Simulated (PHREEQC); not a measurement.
## Acid mine or pickling water: speciation

Synthetic water in mg/kgw, 82 °C, pH 2, pe 8.3: Na 351; K 4.61; Ca 92.6; Mg 171; Cl 433; S(6) as SO4 2010; Mn(2) 0.512; Ni 0.505; F 1.91.

Valence states are taken as typed.

Computed with PHREEQC (ion-association model, wateq4f.dat).

Each row changes one thing in this solution. Precipitation was switched off in this run.

```json
[
 {"case": "as made", "ionic strength (mol/kgw)": "0.0473", "HSO4- (mol/kgw)": "0.0117", "SO4-2 (mol/kgw)": "0.00521", "Mg+2 (mol/kgw)": "0.00390", "MgSO4 (mol/kgw)": "0.00313", "Ca+2 (mol/kgw)": "0.00169", "SI of Gypsum (CaSO4:2H2O)": "-1.03", "SI of Epsomite (MgSO4:7H2O)": "-3.60"},
 {"case": "S(6) from 2010 to 4020 mg/kgw", "ionic strength (mol/kgw)": "0.0640", "HSO4- (mol/kgw)": "0.0245", "SO4-2 (mol/kgw)": "0.0117", "Mg+2 (mol/kgw)": "0.00281", "MgSO4 (mol/kgw)": "0.00422", "Ca+2 (mol/kgw)": "0.00137", "SI of Gypsum (CaSO4:2H2O)": "-0.85", "SI of Epsomite (MgSO4:7H2O)": "-3.47"},
 {"case": "Ni from 0.505 to 1.01 mg/kgw", "ionic strength (mol/kgw)": "0.0473", "HSO4- (mol/kgw)": "0.0117", "SO4-2 (mol/kgw)": "0.00521", "Mg+2 (mol/kgw)": "0.00390", "MgSO4 (mol/kgw)": "0.00313", "Ca+2 (mol/kgw)": "0.00169", "SI of Gypsum (CaSO4:2H2O)": "-1.03", "SI of Epsomite (MgSO4:7H2O)": "-3.60"}
]
```

Constants without temperature data keep their 25 °C values here.
